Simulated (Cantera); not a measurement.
A freely propagating, adiabatic, planar premixed flame of CH₄ : H₂ : O₂ : N₂ = 1 : 0.037 : 2.02 : 7.67 (molar parts), unburnt at 400 K and 1.88 atm; mixture-averaged transport, grid criteria slope 0.08 and curve 0.16, no radiation.

Model: GRI-Mech 3.0 (53 species, 325 reactions), integrated in Cantera. Burning velocities carry a grid error of a few per cent, more on coarse grids.

```csv
quantity,before,after
laminar burning velocity,49.4 cm/s,34.5 cm/s
thermal thickness,0.249 mm,0.305 mm
peak x(C₂H₄),0.000528,0.000283
peak x(H₂O₂),3.19e-5,4.27e-5
```

### Question
What was changed between the two runs?
A. N2 7.67 to 6.1 parts
B. inlet temperature 400 to 575 K
C. O2 2.02 to 2.6 parts
D. CH4 1 to 0.78 parts

### Answer
D, CH4 1 to 0.78 parts
